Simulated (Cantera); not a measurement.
A closed system holds: 1 mol B, 5 mol N2, held at 2300 Pa.

These are equilibrium values from Cantera (NASA tables, ideal gas, pure condensed phases), not measurements of a reactor. Candidate condensed phases: B, BN; 5 gas species. Rates play no part. All values below are at 2050 °C.

Base state: N2 1.000, B 0.000333, BN 2.67e-5 (mole fractions); condensed: BN(s).

Question: What changes in the equilibrium state with this change: B replaced by borazine?

Answer: 
```json
[
 {"species": "N2", "before": "1.000", "after": "0.612"},
 {"species": "H2", "before": "0", "after": "0.345"},
 {"species": "H", "before": "0", "after": "0.0422"},
 {"species": "BH2", "before": "0", "after": "0.000575"},
 {"species": "BH", "before": "0", "after": "3.13e-5"},
 {"species": "B", "before": "0.000333", "after": "0.000426"},
 {"species": "BN(s), mol", "before": "0.998", "after": "2.99"}
]
```
The feed counts by its element totals alone. The tables' values for BH2 are old estimates; treat these amounts as uncertain.
